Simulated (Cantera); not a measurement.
A Cantera script and its output.

```python
import numpy as np
import cantera as ct

gas = ct.Solution("gri30.yaml")
gas.TPX = 1000, 100000, {'H2': 0.77, 'O2': 1, 'N2': 5.2}
reactor = ct.IdealGasConstPressureReactor(gas, energy="off", clone=False)
net = ct.ReactorNet([reactor])
net.rtol, net.atol = 1e-08, 1e-18
show = ['H2', 'O2', 'HO2', 'O', 'N2O']
times = np.geomspace(6e-06, 3, 13)

steps = ct.SolutionArray(gas, extra=["t"])
rows = []
print(f"{'t/s':>10s}{'T/K':>9s}{'P/Pa':>11s}" + "".join(f"{s:>11s}" for s in show))
for t in times:
    while net.time < t:
        t_next = net.step()
        steps.append(gas.state, t=t_next)
    rows.append([np.interp(t, steps.t, y) for y in (steps.T, steps.P, *steps(*show).X.T)])
    print(f"{t:10.3e}{rows[-1][0]:9.1f}{rows[-1][1]:11.4g}" + "".join(f"{x:11.3e}" for x in rows[-1][2:]))
rate = np.gradient(steps.T, steps.t)
print("integrator steps:", len(steps.t))
if steps.T.max() > steps.T[0] + 200:
    print(f"time of steepest temperature rise: {steps.t[rate.argmax()]:.4e} s")
gas.TPX = 1000, 100000, {'H2': 0.77, 'O2': 1, 'N2': 5.2}
gas.equilibrate("TP")
print(f"equilibrium (TP): T = {gas.T:.1f} K  " + "  ".join(f"{s} {gas[s].X[0]:.3e}" for s in show))
```

It prints:

```
       t/s      T/K       P/Pa         H2         O2        HO2          O        N2O
 6.000e-06   1000.0      1e+05  1.105e-01  1.435e-01  8.803e-11  9.162e-12  2.442e-18
 1.791e-05   1000.0      1e+05  1.105e-01  1.435e-01  3.814e-10  4.656e-11  3.795e-17
 5.345e-05   1000.0      1e+05  1.105e-01  1.435e-01  3.197e-09  3.484e-10  6.967e-16
 1.595e-04   1000.0      1e+05  1.105e-01  1.435e-01  2.486e-07  2.444e-08  7.049e-14
 4.762e-04   1000.0      1e+05  4.345e-02  1.128e-01  1.130e-04  4.793e-04  9.022e-09
 1.421e-03   1000.0      1e+05  2.223e-02  1.034e-01  6.201e-05  1.067e-06  1.547e-08
 4.243e-03   1000.0      1e+05  2.133e-02  1.030e-01  5.761e-05  1.271e-06  1.595e-08
 1.266e-02   1000.0      1e+05  1.766e-02  1.013e-01  6.041e-05  1.564e-06  1.791e-08
 3.780e-02   1000.0      1e+05  9.880e-03  9.777e-02  4.668e-05  1.194e-06  2.340e-08
 1.128e-01   1000.0      1e+05  2.693e-03  9.458e-02  2.224e-05  5.567e-07  3.353e-08
 3.367e-01   1000.0      1e+05  3.971e-04  9.357e-02  5.513e-06  8.380e-08  4.227e-08
 1.005e+00   1000.0      1e+05  6.594e-05  9.342e-02  1.182e-06  5.906e-09  4.496e-08
 3.000e+00   1000.0      1e+05  1.263e-05  9.340e-02  2.753e-07  4.761e-10  4.529e-08
integrator steps: 1750
equilibrium (TP): T = 1000.0 K  H2 3.366e-11  O2 9.338e-02  HO2 5.483e-10  O 4.836e-11  N2O 1.727e-09
```

Cantera simulation using GRI-Mech 3.0 (53 species, 325 reactions); the numbers are that mechanism's predictions, not measurements. The temperature is held fixed by assumption; the heat of reaction is taken as removed at once.
